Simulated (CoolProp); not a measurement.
Values from CoolProp's reference Helmholtz-energy equation of state, de Vries 1995.

### Question
For R124, give the phase and the Z, viscosity (µPa s), Prandtl number, fugacity coefficient at 296.1 K and 660 kPa; 354 K and 660 kPa; 431.3 K and 660 kPa.

### Answer
- 296.1 K and 660 kPa: liquid; Z 0.0268, viscosity 256, Prandtl number 4.09, fugacity coefficient 0.499
- 354 K and 660 kPa: gas; Z 0.900, viscosity 15.4, Prandtl number 0.742, fugacity coefficient 0.909
- 431.3 K and 660 kPa: gas; Z 0.952, viscosity 18.6, Prandtl number 0.686, fugacity coefficient 0.954

Viscosity comes from a separate model (Bell 2016), an estimate that may be off by 10 % or more. Thermal conductivity comes from a separate model (Huber 2003), an estimate that may be off by 10 % or more.
